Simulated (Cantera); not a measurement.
What does this Cantera script print?

```python
import numpy as np
import cantera as ct

gas_names = """
    CL CLO CL2 Mg MgCL MgCL2 MgO Mg2 O O2 O3
""".split()
cond_names = """
    Mg(cr) Mg(L) MgCL2(s) MgCL2(L) MgO(s) MgO(L)
""".split()


# ... load() reads the species with a 1 bar reference pressure and builds the phases ...
atoms = {
    'MgO': {'Mg': 1, 'O': 1},
    'Cl2': {'CL': 2},
}
top_T = {}  # K; cautious upper limits of use, not melting points


# ... equilibrate(T, P, feed) seeds the gas with the atoms and calls Mixture.equilibrate('TP', solver="vcs", rtol=1e-11, max_steps=5000) ...
results = []
T = 1798  # K
P = 1000  # Pa
for m in [1.1, 1.8, 2.8, 4.5, 7.1, 11, 18, 29, 46]:
    feed = {'MgO': 1, 'Cl2': m}  # mol
    mix = equilibrate(T, P, feed)
    results.append((T, P, feed, dict(zip(mix.species_names, mix.species_moles))))

top = {s: max(r[3][s] / sum(r[3][g] for g in gas_names) for r in results) for s in gas_names}
cols = sorted((s for s in top if top[s] > 0.0001), key=lambda s: -top[s])[:5]
seen = [c for c in cond_names if any(r[3].get(c, 0) > 1e-12 for r in results)]
print("log10 of partial pressures in bar; condensed amounts in mol")
print(f"{'n(Cl2)':>10s}" + "".join(f"{s[:9]:>10s}" for s in cols + seen))
for T, P, feed, n in results:
    ng = sum(n[g] for g in gas_names)
    print(f"{feed['Cl2']:10.4g}" + "".join(f"{np.log10(max(n[s] / ng * P / 1e5, 1e-99)):10.3f}" for s in cols)
          + "".join(f"{n.get(c, 0):10.4g}" for c in seen))
```

It prints:

```
log10 of partial pressures in bar; condensed amounts in mol
    n(Cl2)        CL     MgCL2        O2       CL2         O    MgO(s)
       1.1    -2.528    -2.334    -2.636    -4.048    -5.241    0.1788
       1.8    -2.318    -2.481    -2.783    -3.627    -5.315         0
       2.8    -2.187    -2.689    -2.992    -3.366    -5.419         0
       4.5    -2.122    -2.905    -3.208    -3.235    -5.527         0
       7.1    -2.089    -3.108    -3.412    -3.169    -5.629         0
        11    -2.070    -3.301    -3.606    -3.131    -5.726         0
        18    -2.058    -3.517    -3.823    -3.106    -5.835         0
        29    -2.050    -3.726    -4.033    -3.092    -5.940         0
        46    -2.046    -3.927    -4.236    -3.083    -6.041         0
```

Cantera equilibrium calculation (NASA polynomials, part measured and part estimated; ideal gas, pure solids and liquids).
